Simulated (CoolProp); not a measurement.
Carbon dioxide at 298.15 K and 1.11 MPa is throttled through a valve to 0.381 MPa with no heat exchange. Each further row changes one setting.

The numbers come from the reference Helmholtz-energy equation of state, Span 1996 in CoolProp.

```
case                       temperature change (K)  final density (kg/m³)
-------------------------  ----------------------  ---------------------
as stated                                    -8.3                   7.11
outlet pressure 0.114 MPa                   -11.5                   2.12
outlet pressure 0.495 MPa                    -7.0                   9.25
```
